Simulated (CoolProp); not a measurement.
The numbers come from the reference Helmholtz-energy equation of state, Lemmon 2003 in CoolProp. It is a pseudo-pure fit of the blend.

Task: For R507A, give the phase and the density (kg/m³), cv (kJ/(kg K)), Joule-Thomson coefficient (K/MPa), expansivity (1/kK) at -14.65 °C and 0.101 MPa.

Result: 
- -14.65 °C and 0.101 MPa: gas; density 4.78, cv 0.715, Joule-Thomson coefficient 28.5, expansivity 4.30
